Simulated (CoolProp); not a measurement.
A single-stage vapour-compression cycle with the fluid: evaporating at 220.15 K (dew point), condensing at 275.15 K (bubble point), superheat 5 K, subcooling 8 K, compressor efficiency 0.8, no pressure losses. The same conditions are run with several fluids, on thermodynamics alone (safety and materials aside).

The numbers come from the reference Helmholtz-energy equation of state of each fluid (isobutene: Lemmon 2005; C2F6 (R116): Lemmon 2006; isobutane: Bücker 2006; R124: de Vries 1995; CH2F2 (R32): Tillner-Roth 1997; R134a: Tillner-Roth 1994) in CoolProp.

```csv
fluid,cooling COP,pressure ratio,discharge temperature (K),refrigerating effect (kJ/kg),volumetric capacity (kJ/m³)
isobutene,2.77,(withheld),311.3,338,110
C2F6 (R116),2.08,(withheld),284.6,55.9,1490
isobutane,2.75,11.9,302.0,305,(withheld)
R124,2.73,14.3,303.5,138,125
CH2F2 (R32),2.58,(withheld),(withheld),310,846
R134a,2.71,12.8,314.0,177,242
```

Problem. Complete the blanks.

Solution. 
- isobutene, pressure ratio: 13.2
- C2F6 (R116), pressure ratio: 5.92
- isobutane, volumetric capacity (kJ/m³): 135
- CH2F2 (R32), pressure ratio: 9.16
- CH2F2 (R32), discharge temperature (K): 375.4
